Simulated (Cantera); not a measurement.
An isothermal, constant-pressure homogeneous reactor starts with NH3 : N2 = 3.3 : 3.1 (molar parts), at 1750 K and 14000 Pa.

Computed with Cantera and the gas-phase N/H chemistry of the illustrative SiF4/NH3 mechanism in the Surface Chemkin manual (1991). Walls and surfaces, which speed up NH3 decomposition in real reactors, are not modelled.

One state of this run: x NH3 = 0.162; x N2H2 = 2.63e-7; x N = 9.62e-8; x NH = 1.51e-6; x H2 = 0.350; x NH2 = 0.000112. x: mole fraction; the columns are a selection and need not sum to one.

Problem. Which value of t (s) does it belong to?
A. 4.34
B. 0.155
C. 0.0168
D. 0.00553

Solution. A, 4.34
